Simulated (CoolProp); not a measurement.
Vapour-liquid equilibrium of ethylene (1) + 1-butene (2) at 0.225 MPa; x and y are mole fractions of (1).

Computed with CoolProp (multi-fluid Helmholtz-energy mixture model, Smukala 2000 and Lemmon 2005; pair parameters Bell 2016).

```json
[
 {"x": "0.05", "bubble temperature (°C)": "-8.4", "y at the bubble point": "0.588", "dew temperature at overall composition x (°C)": "14.5", "liquid density (mol/L)": "11.39"},
 {"x": "0.2", "bubble temperature (°C)": "-48.1", "y at the bubble point": "0.945", "dew temperature at overall composition x (°C)": "9.4", "liquid density (mol/L)": "12.91"},
 {"x": "0.35", "bubble temperature (°C)": "-64.4", "y at the bubble point": "0.984", "dew temperature at overall composition x (°C)": "3.5", "liquid density (mol/L)": "14.09"},
 {"x": "0.5", "bubble temperature (°C)": "-73.6", "y at the bubble point": "0.993", "dew temperature at overall composition x (°C)": "-3.5", "liquid density (mol/L)": "15.24"},
 {"x": "0.65", "bubble temperature (°C)": "-79.7", "y at the bubble point": "0.997", "dew temperature at overall composition x (°C)": "-12.3", "liquid density (mol/L)": "16.43"},
 {"x": "0.8", "bubble temperature (°C)": "-84.2", "y at the bubble point": "0.999", "dew temperature at overall composition x (°C)": "-24.7", "liquid density (mol/L)": "17.69"},
 {"x": "0.95", "bubble temperature (°C)": "-87.8", "y at the bubble point": "1.000", "dew temperature at overall composition x (°C)": "-49.5", "liquid density (mol/L)": "19.01"}
]
```

No azeotrope shows between x = 0.05 and 0.95.

Pair parameters are fitted to limited data, so mixtures are less certain than the pure fluids.
